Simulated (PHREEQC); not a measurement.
Copper plating or etch bath

A solution holds 0.0017 mol/kgw CuCl2, 0.093 mol/kgw HNO3 and 0.0092 mol/kgw Na2SO4, at 20 °C. Closed to the air; pH follows from the charge balance.

Equilibrium calculation in PHREEQC: ion-association model, wateq4f.dat.

Each row changes one thing in this solution. No solid was allowed to form.

```csv
case,pH,ionic strength (mol/kgw),HSO4- (mol/kgw),SO4-2 (mol/kgw),Cu+2 (mol/kgw),CuSO4 (mol/kgw),SI of Chalcanthite (CuSO4:5H2O),SI of Mirabilite (Na2SO4:10H2O)
as made,1.15,0.112,0.00672,0.00231,0.00160,0.000100,-3.63,-5.43
Na2SO4 from 0.0092 to 0.0101 mol/kgw,1.15,(withheld),0.00735,(withheld),0.00159,0.000109,(withheld),-5.31
Na2SO4 from 0.0092 to 0.0184 mol/kgw,1.18,0.126,(withheld),0.00497,0.00151,(withheld),-3.36,-4.53
CuCl2 from 0.0017 to 0.00085 mol/kgw,1.15,0.109,0.00677,0.00231,0.000798,5.08e-5,-3.93,-5.43
temperature from 20 to 10 °C,1.15,0.112,0.00638,0.00263,0.00159,0.000108,-3.53,-4.87
```

**Question.** Complete the blanks.

**Answer.** 
- Na2SO4 from 0.0092 to 0.0101 mol/kgw, ionic strength (mol/kgw): 0.113
- Na2SO4 from 0.0092 to 0.0101 mol/kgw, SO4-2 (mol/kgw): 0.00255
- Na2SO4 from 0.0092 to 0.0101 mol/kgw, SI of Chalcanthite (CuSO4:5H2O): -3.60
- Na2SO4 from 0.0092 to 0.0184 mol/kgw, HSO4- (mol/kgw): 0.0129
- Na2SO4 from 0.0092 to 0.0184 mol/kgw, CuSO4 (mol/kgw): 0.000188

Complexes and solids missing from the database can't appear. At this temperature some constants are extrapolated from 25 °C, and those without enthalpy data are left unchanged.
